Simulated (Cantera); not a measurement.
**Equilibrium for carbon deposition, reforming and gasification: C₃H₆ + H₂O + N₂**

Feed: 1 mol C₃H₆, 0.73 mol H₂O, a varied amount of N₂, at 898.15 K and 0.490 bar.

Cantera equilibrium calculation (NASA polynomials, part measured and part estimated; ideal gas, pure solids and liquids). Candidate condensed phases: C, C₆H₆, C₇H₈, C₈H₁₈, H₂O; 136 gas species. Kinetics and transport are ignored.

| n(N₂) (mol) | x N₂ | x H₂ | x CO | x CH₄ | x H₂O | x CO₂ | n C(graphite) |
|---|---|---|---|---|---|---|---|
| 0.81 | 0.174 | 0.623 | 0.0718 | 0.0609 | 0.0553 | 0.0148 | 2.31 |
| 1.1 | 0.221 | 0.591 | 0.0691 | 0.0547 | 0.0504 | 0.0137 | 2.32 |
| 1.4 | 0.265 | 0.561 | 0.0666 | 0.0492 | 0.0461 | 0.0127 | 2.32 |
| 1.9 | 0.327 | 0.517 | 0.0628 | 0.0419 | 0.0401 | 0.0113 | 2.33 |
| 2.5 | 0.388 | 0.474 | 0.0589 | 0.0352 | 0.0344 | 0.00995 | 2.33 |
| 3.4 | 0.460 | 0.421 | 0.0540 | 0.0278 | 0.0281 | 0.00837 | 2.33 |
| 4.5 | 0.528 | 0.372 | 0.0492 | 0.0216 | 0.0226 | 0.00694 | 2.34 |
| 6 | 0.596 | 0.321 | 0.0440 | 0.0161 | 0.0174 | 0.00555 | 2.34 |
| 8 | 0.661 | 0.272 | 0.0387 | 0.0116 | 0.0130 | 0.00430 | 2.34 |
| 11 | 0.726 | 0.222 | 0.0329 | 0.00769 | 0.00901 | 0.00311 | 2.34 |
x: gas mole fraction; n: condensed amount in mol.

From 0.81 mol N₂ to 11 mol N₂ the condensed part is C(graphite). The main C-bearing gas is CO throughout.
